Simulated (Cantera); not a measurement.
## Thermodynamics of carbon deposition, reforming and gasification, feed CH3OH + CO2

Input: 1 mol CH3OH, a varied amount of CO2, equilibrated at 825 K and 13300 Pa.

Method: chemical equilibrium by Gibbs-energy minimisation in Cantera with the NASA 1993 tables (ideal gas, pure condensed phases). Candidate condensed phases: C, C6H6, C7H8, C8H18, H2O; 110 gas species. Equilibrium is a limit: real reactors are often held back by kinetics, nucleation or transport.

From 0.16 mol CO2 to 2.6 mol CO2 the condensed part is C(graphite). At 4.6 mol CO2 nothing is condensed. The main C-bearing gas is CO at 0.16 mol CO2 and CO2 at 4.6 mol CO2. The share of C in condensed phases is highest at 0.16 mol CO2 (33.8 %) and lowest at 4.6 mol CO2 (0.0 %).

```tsv
n(CO2) (mol)	log p H2	log p CO2	log p CO	log p H2O	log p CH4	log p C2H6	log p C2H4	log p HCOOH	n C(graphite)
0.16	-1.12	-1.80	-1.73	-1.75	-2.29	-8.01	-8.91	-9.13	0.392
0.28	-1.15	-1.72	-1.69	-1.74	-2.34	-8.09	-8.96	-9.08	0.386
0.49	-1.19	-1.62	-1.64	-1.73	-2.43	-8.22	-9.05	-9.03	0.369
0.86	-1.26	-1.51	-1.58	-1.74	-2.56	-8.43	-9.18	-8.98	0.328
1.5	-1.36	-1.39	-1.52	-1.78	-2.76	-8.71	-9.38	-8.96	0.237
2.6	-1.48	-1.29	-1.47	-1.85	-3.01	-9.10	-9.63	-8.98	0.0532
4.6	-1.67	-1.17	-1.52	-1.87	-3.60	-10.08	-10.43	-9.05	0
```
log p: log10 of the partial pressure in bar; n: condensed amount in mol.
